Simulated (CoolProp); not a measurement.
A single-stage vapour-compression cycle with the fluid: evaporating at 274.15 K (dew point), condensing at 338.15 K (bubble point), superheat 0 K, subcooling 0 K, compressor efficiency 0.6, no pressure losses. The same conditions are run with several fluids, on thermodynamics alone (safety and materials aside).

Model: reference Helmholtz-energy equation of state of each fluid (R236EA: Rui 2013; R124: de Vries 1995; R227EA: Lemmon 2016; trans-2-butene: Lemmon 2005; R115: Lemmon 2016; n-butane: Bücker 2006), in CoolProp.

Question: Rank R236EA, R124, R227EA, trans-2-butene, R115, n-butane by cooling COP, highest first.

Answer: trans-2-butene (1.90), n-butane (1.82), R124 (1.69), R236EA (1.67), R227EA (1.27), R115 (1.04)

```json
[
 {"fluid": "R236EA", "pressure ratio": "8.43", "discharge temperature (K)": "343.9", "refrigerating effect (kJ/kg)": "86.0", "volumetric capacity (kJ/m³)": "487"},
 {"fluid": "R124", "pressure ratio": "6.64", "discharge temperature (K)": "354.9", "refrigerating effect (kJ/kg)": "85.1", "volumetric capacity (kJ/m³)": "920"},
 {"fluid": "R227EA", "pressure ratio": "6.53", "discharge temperature (K)": "338.1", "refrigerating effect (kJ/kg)": "46.0", "volumetric capacity (kJ/m³)": "756"},
 {"fluid": "trans-2-butene", "pressure ratio": "6.92", "discharge temperature (K)": "364.1", "refrigerating effect (kJ/kg)": "253", "volumetric capacity (kJ/m³)": "661"},
 {"fluid": "R115", "pressure ratio": "5.04", "discharge temperature (K)": "343.9", "refrigerating effect (kJ/kg)": "33.1", "volumetric capacity (kJ/m³)": "1170"},
 {"fluid": "n-butane", "pressure ratio": "6.72", "discharge temperature (K)": "353.7", "refrigerating effect (kJ/kg)": "224", "volumetric capacity (kJ/m³)": "641"}
]
```

The compression ends wet for: R227EA.
